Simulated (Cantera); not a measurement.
Cantera run:

```python
import numpy as np
import cantera as ct

gas_names = [...]  # 57 gases of nasa_gas.yaml made of B, Cl, F, N, O, Si
cond_names = """
    B(b) B(L) BN(s) B2O3(L) Si(cr) Si(L) SiO2(Lqz) SiO2(hqz) SiO2(L) Si2N2O(s) Si3N4(a)
""".split()


# ... load() reads the species with a 1 bar reference pressure and builds the phases ...
atoms = {
    'SiO2': {'Si': 1, 'O': 2},
    'BCl3': {'B': 1, 'CL': 3},
    'N2': {'N': 2},
    'F2': {'F': 2},
}
top_T = {'BN(s)': 3200, 'Si2N2O(s)': 2100, 'Si3N4(a)': 2400}  # K; cautious upper limits of use, not melting points


# ... equilibrate(T, P, feed) seeds the gas with the atoms and calls Mixture.equilibrate('TP', solver="vcs", rtol=1e-11, max_steps=5000) ...
results = []
feed = {'SiO2': 1, 'BCl3': 3.8, 'N2': 15, 'F2': 5.2}  # mol
T = 1798.15  # K
P = 133.322  # Pa
mix = equilibrate(T, P, feed)
results.append((T, P, feed, dict(zip(mix.species_names, mix.species_moles))))
print(gas.report(threshold=1e-05))
for i in range(1, mix.n_phases):
    print(f"{mix.phase(i).name:16s} {mix.phase_moles(i):12.5e} mol")
```

Result:

```
       temperature   1798.2 K
          pressure   133.32 Pa
           density   0.00032896 kg/m^3
  mean mol. weight   36.889 kg/kmol
   phase of matter   gas

                          1 kg             1 kmol
                     ---------------   ---------------
          enthalpy       -1.4819e+06       -5.4666e+07  J
   internal energy       -1.8872e+06       -6.9617e+07  J
           entropy              8612        3.1769e+05  J/K
    Gibbs function       -1.6968e+07       -6.2592e+08  J
 heat capacity c_p            1004.5             37055  J/K
 heat capacity c_v            779.11             28741  J/K

                      mass frac. Y      mole frac. X     chem. pot. / RT
                     ---------------   ---------------   ---------------
              BCLF        0.00016593        9.3798e-05           -74.497
              BCL2        9.7553e-05        4.4042e-05           -60.947
              BCL3         0.0077716          0.002447           -82.972
                BF        2.9658e-05        3.6703e-05           -52.472
               BF2         0.0018062         0.0013652           -88.048
               BF3           0.10196          0.055472           -123.62
              BOCL         0.0025351         0.0015021           -68.905
               BOF          0.079279          0.063845           -82.456
                CL           0.33442           0.34799           -22.025
               CL2         0.0031633         0.0016458            -44.05
                N2           0.37416            0.4927           -33.915
             SiCL2         0.0039594         0.0014756           -64.668
             SiCL3         0.0047038         0.0012907           -86.692
             SiCL4         0.0084166         0.0018276           -108.72
              SiF2        0.00022549        0.00012588           -91.769
              SiF3          0.006729         0.0029176           -127.34
              SiF4          0.070163          0.024868           -162.92
               SiO        0.00040694        0.00034052           -50.601
     [  +39 minor]        1.3262e-05        1.4605e-05

B(b)              0.00000e+00 mol
BN(s)             0.00000e+00 mol
B2O3(L)           0.00000e+00 mol
Si(L)             0.00000e+00 mol
SiO2(L)           0.00000e+00 mol
Si2N2O(s)         0.00000e+00 mol
Si3N4(a)          0.00000e+00 mol
```

Equilibrium computed with Cantera from the NASA thermochemical tables; the gas is ideal and each condensed phase is pure. The tables' values for SiF3, BOCl, BF2, SiCl3, SiF2 are old estimates; treat these amounts as uncertain.
